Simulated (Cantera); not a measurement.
Hydrocarbon pyrolysis for carbon deposition

A perfectly stirred reactor is fed with CH₄ : H₂ = 1 : 3.1 (molar parts), at 0.0168 atm; it is held at 1998 K, and followed from long to short residence time.

Detailed kinetics in Cantera: GRI-Mech 3.0 (53 species, 325 reactions). GRI-Mech 3.0 stops at C3 and has no aromatics, soot or wall deposition, so with more carbon than oxygen in the feed, carbon stays in small species such as C2H2 where larger ones or solid carbon would form. Radical loss at walls, strong at low pressure, is not modelled.

| τ (s) | x CH₄ | x H₂ | x CH₃ | x C₂H₄ | x C₂H₂ | x C₂H |
|---|---|---|---|---|---|---|
| 4.8 | 0.00205 | 0.891 | 0.000434 | 1.39e-5 | 0.0965 | 1.92e-5 |
| 1.9 | 0.00397 | 0.891 | 0.000725 | 2.03e-5 | 0.0957 | 1.65e-5 |
| 0.76 | 0.00775 | 0.890 | 0.00120 | 3.80e-5 | 0.0940 | 1.37e-5 |
| 0.30 | 0.0150 | 0.886 | 0.00196 | 8.72e-5 | 0.0907 | 1.12e-5 |
| 0.12 | 0.0275 | 0.879 | 0.00310 | 0.000214 | 0.0851 | 9.12e-6 |
| 0.049 | 0.0475 | 0.867 | 0.00470 | 0.000511 | 0.0761 | 7.20e-6 |
| 0.019 | 0.0796 | 0.847 | 0.00691 | 0.00118 | 0.0616 | 5.14e-6 |
| 0.0077 | 0.122 | 0.821 | 0.00914 | 0.00228 | 0.0424 | 3.08e-6 |
| 0.0031 | 0.174 | 0.789 | 0.0102 | 0.00327 | 0.0201 | 1.16e-6 |
x: mole fraction; the columns are a selection and need not sum to one.
